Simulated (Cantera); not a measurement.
# Gas-phase reforming

An isothermal, constant-pressure homogeneous reactor starts with CH4 : H2O : H2 = 1 : 2.5 : 1.3 (molar parts), at 1625 K and 0.296 atm.

Computed with Cantera and GRI-Mech 3.0 (53 species, 325 reactions).

| t (s) | x CH4 | x H2O | x H2 | x HCO | x C2H4 | x CH2 | x CH2CO |
|---|---|---|---|---|---|---|---|
| 0.000400 | 0.208 | 0.521 | 0.271 | 2.29e-10 | 3.14e-5 | 3.21e-8 | 2.44e-11 |
| 0.00109 | 0.206 | 0.520 | 0.272 | 1.81e-9 | 0.000316 | 7.58e-8 | 5.23e-9 |
| 0.00299 | 0.203 | 0.519 | 0.275 | 3.03e-9 | 0.00127 | 9.37e-8 | 2.82e-7 |
| 0.00818 | 0.192 | 0.515 | 0.286 | 2.92e-9 | 0.00197 | 9.14e-8 | 3.04e-6 |
| 0.0224 | 0.168 | 0.504 | 0.311 | 2.59e-9 | 0.00168 | 8.65e-8 | 1.12e-5 |
| 0.0612 | 0.125 | 0.483 | 0.356 | 2.04e-9 | 0.00117 | 7.74e-8 | 2.38e-5 |
| 0.167 | 0.0736 | 0.452 | 0.415 | 1.46e-9 | 0.000873 | 6.41e-8 | 3.45e-5 |
| 0.458 | 0.0379 | 0.411 | 0.471 | 1.28e-9 | 0.000794 | 4.79e-8 | 3.42e-5 |
| 1.25 | 0.0244 | 0.352 | 0.524 | 1.81e-9 | 0.000628 | 3.02e-8 | 2.13e-5 |
| 3.42 | 0.0163 | 0.283 | 0.580 | 2.82e-9 | 0.000341 | 1.49e-8 | 8.22e-6 |
| 9.36 | 0.00803 | 0.232 | 0.623 | 3.75e-9 | 9.41e-5 | 5.37e-9 | 1.73e-6 |
| 25.6 | 0.00218 | 0.211 | 0.642 | 4.15e-9 | 6.68e-6 | 1.17e-9 | 1.24e-7 |
| 70.0 | 0.000194 | 0.207 | 0.646 | 4.21e-9 | 4.71e-8 | 9.68e-11 | 2.58e-9 |
x: mole fraction; the columns are a selection and need not sum to one.

Equilibrium at this temperature and pressure: CH4 1.68e-8, H2O 0.207, H2 0.646, HCO 4.23e-9, C2H4 <1e-12, CH2 <1e-12, CH2CO <1e-12 (gas phase only).
